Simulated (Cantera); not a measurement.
Gas mixture: CO : NH₃ : C₃H₈ : H₂O = 0.87 : 0.57 : 0.24 : 0.097 (molar parts), at 750 Torr, frozen composition.

Cantera's kinetic-theory transport with the Lennard-Jones parameters of GRI-Mech 3.0, ideal gas; thermal conductivity in the multicomponent form. Polar gases are described roughly by these parameters. The composition is frozen, though it would react at the higher temperatures.

One state of this run: ρ (kg/m³) = 0.224; cp (J/kg/K) = 2578; μ (µPa s) = 44.4; λ (mW/m/K) = 150; Pr = 0.765; D (cm²/s) H = 16.5; D (cm²/s) H₂O = 3.48; D (cm²/s) H₂ = 9.97. D: mixture-averaged diffusion coefficient of that species in the mixture.

**Question.** Which value of T (K) does it belong to?
A. 800
B. 400
C. 1400
D. 1600

**Answer.** C, 1400
